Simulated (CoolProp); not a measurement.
Properties of R236EA along the isobar 0.101 MPa (Tc = 412.4 K, pc = 3.414 MPa, ω = 0.368).

Computed with CoolProp (reference Helmholtz-energy equation of state, Rui 2013).

```json
[
 {"T (K)": "333.8", "phase": "gas", "cv (kJ/(kg K))": "0.8531", "conductivity (mW/(m K))": "17.1"},
 {"T (K)": "341.6", "phase": "gas", "cv (kJ/(kg K))": "0.8642", "conductivity (mW/(m K))": "17.7"},
 {"T (K)": "349.4", "phase": "gas", "cv (kJ/(kg K))": "0.8752", "conductivity (mW/(m K))": "18.2"},
 {"T (K)": "357.2", "phase": "gas", "cv (kJ/(kg K))": "0.8860", "conductivity (mW/(m K))": "18.8"},
 {"T (K)": "365.1", "phase": "gas", "cv (kJ/(kg K))": "0.8969", "conductivity (mW/(m K))": "19.4"},
 {"T (K)": "372.9", "phase": "gas", "cv (kJ/(kg K))": "0.9075", "conductivity (mW/(m K))": "20.0"},
 {"T (K)": "380.7", "phase": "gas", "cv (kJ/(kg K))": "0.9180", "conductivity (mW/(m K))": "20.6"},
 {"T (K)": "388.5", "phase": "gas", "cv (kJ/(kg K))": "0.9283", "conductivity (mW/(m K))": "21.2"},
 {"T (K)": "396.4", "phase": "gas", "cv (kJ/(kg K))": "0.9386", "conductivity (mW/(m K))": "21.8"},
 {"T (K)": "404.2", "phase": "gas", "cv (kJ/(kg K))": "0.9485", "conductivity (mW/(m K))": "22.4"},
 {"T (K)": "412", "phase": "gas", "cv (kJ/(kg K))": "0.9583", "conductivity (mW/(m K))": "23.0"}
]
```

Thermal conductivity comes from a separate model (Huber 2003), an estimate that may be off by 10 % or more.
